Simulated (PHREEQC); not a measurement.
Make-up at 25 °C: 0.0049 mol HF and 0.00013 mol NH4F per kg of water. Closed to the air; pH follows from the charge balance.

Computed with PHREEQC (ion-association model, phreeqc.dat).

No solid was allowed to form.

Estimate the pH, specific conductance.

pH 2.84; specific conductance 608 µS/cm.

In which forms is F present?

HF 67 %, F- 32 %, HF2- 0.8 % of the F.
